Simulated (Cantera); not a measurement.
A perfectly stirred reactor is fed with H2 : O2 : N2 = 1.5 : 1 : 3.2 (molar parts), equivalence ratio 0.75, at 173 Torr; it is held at 1175 K, and followed from long to short residence time.

Computed with Cantera and the H2/O2 subset of GRI-Mech 3.0, which has no nitrogen chemistry. The temperature is held fixed by assumption; the heat of reaction is taken as removed at once.

One state of this run: x H2 = 0.0510; x O2 = 0.0784; x OH = 0.00433; x H2O2 = 2.45e-6; x O = 0.00834. x: mole fraction; the columns are a selection and need not sum to one.

### Question
Which value of τ (s) does it belong to?
A) 2.2
B) 0.00024
C) 0.59
D) 0.0032

### Answer
B, 0.00024
